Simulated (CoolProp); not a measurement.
Aqueous methanol as a coolant, at -2 °C, 1 atm.

Model: Melinder's fits for secondary coolants, in CoolProp.

```tsv
mass %	freezing point (°C)	Prandtl number	viscosity (mPa s)	density (kg/m³)	cp (kJ/(kg K))
6.9	-4.3	20.4	2.48	988.5	4.278
12.5	-8.5	25.1	2.95	981.4	4.207
18.1	-13.3	29.6	3.38	975.1	4.100
23.6	-18.6	33.4	3.72	968.8	3.986
29.2	-24.8	36.3	3.93	962.0	3.871
34.7	-31.5	38.0	4.00	954.6	3.760
40.3	-39.1	38.3	3.93	946.3	3.645
45.9	-47.7	37.4	3.75	937.1	3.523
51.4	-56.9	35.6	3.51	927.3	3.393
```
